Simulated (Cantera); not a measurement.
An isothermal, constant-pressure homogeneous reactor starts with 0.433 % H2, 51.6 % O2, 48.0 % N2, at 1223 K and 20.0 Torr.

Model: GRI-Mech 3.0 (53 species, 325 reactions), integrated in Cantera. Radical loss at walls, strong at low pressure, is not modelled.

Q: Predict: x(H2) at 40.0 s; x(O2) at 40.0 s; x(NO) at 40.0 s; x(OH) at 40.0 s; x(H2O) at 40.0 s.

A: 
| Quantity | Value |
|---|---|
| x(H2) at 40.0 s | 1.92e-9 (gas-phase equilibrium 7.58e-10) |
| x(O2) at 40.0 s | 0.515 (gas-phase equilibrium 0.515) |
| x(NO) at 40.0 s | 3.80e-8 (gas-phase equilibrium 0.000286) |
| x(OH) at 40.0 s | 4.18e-6 (gas-phase equilibrium 2.63e-6) |
| x(H2O) at 40.0 s | 0.00434 (gas-phase equilibrium 0.00434) |
